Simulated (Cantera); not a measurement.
A Cantera script and what it prints.

```python
import numpy as np
import cantera as ct

gas_names = """
    C CH CH2 CH3 CH2OH CH3O CH4 CH3OH CO CO2 COOH C2 C2H CHCO,ketyl C2H2,acetylene C2H2,vinylidene
    CH2CO,ketene C2H3,vinyl CH3CO,acetyl C2H4 C2H4O,ethylen CH3CHO,ethanal CH3COOH (HCOOH)2 C2H5 C2H6
    CH3OCH3 C2H5OH C2O C3 C3H3,propargyl C3H4,allene C3H4,propyne C3H4,cyclo- C3H5,allyl C3H6,propylene
    C3H6,cyclo- C3H6O C3H7,n-propyl C3H7,i-propyl C3H8 C3H8O,1propanol C3H8O,2propanol C3O2 C4 C4H2
    C4H4,1,3-cyclo- C4H6,butadiene C4H6,2-butyne C4H6,cyclo- C4H8,1-butene C4H8,cis2-buten
    C4H8,tr2-butene C4H8,isobutene C4H8,cyclo- (CH3COOH)2 C4H9,n-butyl C4H9,i-butyl C4H9,s-butyl
    C4H9,t-butyl C4H10,isobutane C4H10,n-butane C5 C5H6,1,3cyclo- C5H8,cyclo- C5H10,1-pentene
    C5H10,cyclo- C5H11,pentyl C5H11,t-pentyl C5H12,n-pentane C5H12,i-pentane CH3C(CH3)2CH3 C6H2
    C6H5,phenyl C6H5O,phenoxy C6H6 C6H5OH,phenol C6H10,cyclo- C6H12,1-hexene C6H12,cyclo- C6H13,n-hexyl
    C7H7,benzyl C7H8 C7H8O,cresol C7H14,1-heptene C7H15,n-heptyl C7H16,n-heptane C8H8,styrene
    C8H10,ethylbenz C8H16,1-octene C8H17,n-octyl C8H18,isooctane C8H18,n-octane C9H19,n-nonyl
    C10H8,naphthale C10H21,n-decyl C12H9,o-bipheny C12H10,bipheny H HCO HO2 H2 HCHO,formaldehy HCOOH H2O
    H2O2 O OH O2 O3
""".split()
cond_names = """
    C(gr) C6H6(L) C7H8(L) C8H18(L),n-octa H2O(s) H2O(L)
""".split()


def load(file, names, dense=False):
    # The tables refer to 1 bar. Condensed volumes are neglected.
    table = {s.name: s for s in ct.Species.list_from_file(file)}
    out = []
    for n in names:
        d = dict(table[n].input_data)
        d["thermo"] = dict(d["thermo"], **{"reference-pressure": 1e5})
        if dense:
            d["equation-of-state"] = {"model": "constant-volume", "density": "1e6 g/cm^3"}
        out.append(ct.Species.from_dict(d))
    return out


gas = ct.Solution(thermo="ideal-gas", species=load("nasa_gas.yaml", gas_names))
cond = {s.name: ct.Solution(thermo="fixed-stoichiometry", species=[s], name=s.name)
        for s in load("nasa_condensed.yaml", cond_names, dense=True)}
atoms = {
    'C2H5OH': {'C': 2, 'H': 6, 'O': 1},
    'H2': {'H': 2},
    'CO2': {'C': 1, 'O': 2},
}
top_T = {'C(gr)': 4500}  # K; cautious upper limits of use, not melting points


def equilibrate(T, P, feed):
    n = {}
    for name, mol in feed.items():
        for a, k in atoms[name].items():
            n[a] = n.get(a, 0.0) + k * mol
    gas.TPX = T, P, n
    mass = sum(n.values()) * gas.mean_molecular_weight
    gas.equilibrate("TP")
    valid = [c for c in cond.values() if c.min_temp <= T <= top_T.get(c.name, c.max_temp)]
    mix = ct.Mixture([(gas, mass / gas.mean_molecular_weight)] + [(c, 0.0) for c in valid])
    mix.T, mix.P = T, P
    mix.equilibrate("TP", solver="vcs", rtol=1e-11, max_steps=5000)
    return mix


results = []
feed = {'C2H5OH': 1, 'H2': 0.74, 'CO2': 2.7}  # mol
T = 600  # K
for P in [10, 72, 520, 3700, 27000, 190000, 1400000, 10000000]:
    mix = equilibrate(T, P, feed)
    results.append((T, P, feed, dict(zip(mix.species_names, mix.species_moles))))
    x = sorted(zip(gas.X, gas.species_names), reverse=True)
    print(f"T = {T:g} K  P = {P:g} Pa  gas = {mix.phase_moles(0):.4g} mol")
    print("   x: " + "  ".join(f"{s} {v:.3e}" for v, s in x if v > 1e-06))
    print("   condensed (mol): " + ("  ".join(f"{mix.phase(i).name} {mix.phase_moles(i):.4g}"
          for i in range(1, mix.n_phases) if mix.phase_moles(i) > 1e-12) or "none"))
```

Result:

```
T = 600 K  P = 10 Pa  gas = 6.945 mol
   x: H2 4.585e-01  CO2 3.820e-01  CO 8.142e-02  H2O 7.609e-02  CH4 1.983e-03
   condensed (mol): C(gr) 1.468
T = 600 K  P = 72 Pa  gas = 6.411 mol
   x: CO2 3.959e-01  H2 3.874e-01  H2O 1.756e-01  CO 3.089e-02  CH4 1.019e-02
   condensed (mol): C(gr) 1.899
T = 600 K  P = 520 Pa  gas = 5.865 mol
   x: CO2 3.841e-01  H2O 3.117e-01  H2 2.598e-01  CH4 3.310e-02  CO 1.132e-02
   condensed (mol): C(gr) 2.187
T = 600 K  P = 3700 Pa  gas = 5.448 mol
   x: H2O 4.249e-01  CO2 3.728e-01  H2 1.347e-01  CH4 6.338e-02  CO 4.181e-03
   condensed (mol): C(gr) 2.301
T = 600 K  P = 27000 Pa  gas = 5.225 mol
   x: H2O 4.883e-01  CO2 3.675e-01  CH4 8.489e-02  H2 5.773e-02  CO 1.537e-03
   condensed (mol): C(gr) 2.328
T = 600 K  P = 190000 Pa  gas = 5.131 mol
   x: H2O 5.156e-01  CO2 3.656e-01  CH4 9.515e-02  H2 2.304e-02  CO 5.778e-04
   condensed (mol): C(gr) 2.333
T = 600 K  P = 1.4e+06 Pa  gas = 5.093 mol
   x: H2O 5.267e-01  CO2 3.649e-01  CH4 9.949e-02  H2 8.679e-03  CO 2.127e-04
   condensed (mol): C(gr) 2.334
T = 600 K  P = 1e+07 Pa  gas = 5.079 mol
   x: H2O 5.309e-01  CO2 3.646e-01  CH4 1.011e-01  H2 3.274e-03  CO 7.954e-05  C2H6 1.834e-06
   condensed (mol): C(gr) 2.334
```

Equilibrium computed with Cantera from the NASA thermochemical tables; the gas is ideal and each condensed phase is pure. The ideal-gas law is rough above about 30 bar.
